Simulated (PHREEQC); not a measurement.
Solution (70 °C): 0.00065 mol/kgw H2SeO3, 0.086 mol/kgw NaOH and 0.001 mol/kgw NaCl. Closed to the air; pH follows from the charge balance.

Model: ion-association model, wateq4f.dat, run in PHREEQC.

Each row changes one thing in this solution. This is a speciation only: nothing precipitates in the calculation.

```csv
case,pH,ionic strength (mol/kgw),HSeO3- (mol/kgw)
as made,11.62,0.0877,2.27e-7
NaCl left out,11.62,0.0867,2.27e-7
NaCl from 0.001 to 0.002 mol/kgw,11.62,0.0887,2.26e-7
H2SeO3 from 0.00065 to 0.00325 mol/kgw,11.59,0.0902,1.20e-6
NaCl replaced by Na3PO4 at the same molality,11.62,0.0918,2.24e-7
```

Away from 25 °C the constants follow the database's enthalpies or fits; those with neither stay at their 25 °C values.
